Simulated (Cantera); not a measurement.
Charge: 1 mol HMDSO, 14 mol H2O, 87 mol N2, 26 mol N2O, equilibrated at 0.518 Torr.

Method: chemical equilibrium by Gibbs-energy minimisation in Cantera with the NASA 1993 tables (ideal gas, pure condensed phases). Candidate condensed phases: C, C6H6, C7H8, C8H18, H2O, Si, SiC, SiO2, Si2N2O, Si3N4; 151 gas species. The feed counts by its element totals alone. The tables hold silica as quartz up to 1696 K and as liquid above; real silica turns to tridymite and cristobalite and melts near 1996 K. Equilibrium is a limit: real reactors are often held back by kinetics, nucleation or transport.

Question: Which condensed phases are stable at each of these points (T (°C)): 1050, 1150, 1250, 1350, 1450, 1550, 1650, 1750?

Answer: 
```csv
T (°C),condensed phases,Si condensed (%)
1050,SiO2(β-quartz),100.0
1150,SiO2(β-quartz),100.0
1250,SiO2(β-quartz),100.0
1350,SiO2(β-quartz),100.0
1450,SiO2(condensed),99.9
1550,SiO2(condensed),99.0
1650,SiO2(condensed),88.0
1750,gas only,0.0
```

From 1050 °C to 1350 °C the condensed part is SiO2(β-quartz). From 1450 °C to 1650 °C the condensed part is SiO2(condensed). At 1750 °C nothing is condensed.
